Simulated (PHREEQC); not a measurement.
A solution holds 19 mmol/kgw H2SO4, 0.02 mmol/kgw H4SiO4 and 16 mmol/kgw CO2, at 25 °C. Closed to the air; pH follows from the charge balance.

All values are PHREEQC results (ion-association model, wateq4f.dat), not measurements.

### Question
The ionic strength comes out as 0.0350 mol/kgw. What activity coefficients do H+, HSO4-, SO4-2 get?

### Answer
H+ 0.87, HSO4- 0.84, SO4-2 0.51.

Precipitation was switched off in this run.
